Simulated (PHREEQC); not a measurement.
Dissolve 0.22 mol/kgw HCl and 6e-05 mol/kgw CuSO4 at 25 °C. Closed to the air; pH follows from the charge balance.

Equilibrium calculation in PHREEQC: ion-association model, phreeqc.dat.

### Question
The ionic strength comes out as 0.220 mol/kgw. What activity coefficients do CuCl+, HSO4-, Cl-, SO4-2, H+ get?

### Answer
CuCl+ 0.71, HSO4- 0.74, Cl- 0.71, SO4-2 0.28, H+ 0.79.

No solid was allowed to form. Species that the database lacks are ignored.
